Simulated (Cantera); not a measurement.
Input: 1 mol Al2O3, 0.92 mol H2, held at 502 °C and 1.33 mbar.

Method: chemical equilibrium by Gibbs-energy minimisation in Cantera with the NASA 1993 tables (ideal gas, pure condensed phases). Candidate condensed phases: Al, Al2O3, H2O; 19 gas species. Equilibrium is a limit: real reactors are often held back by kinetics, nucleation or transport.

What is the equilibrium state?


```
Property                              Result
--------------------------------  ----------
x(H2)                                   1.00
n(Al2O3(s))                         1.00 mol
gas amount                        0.9200 mol
log10 activity of Al(s) (absent)       -3.74
```
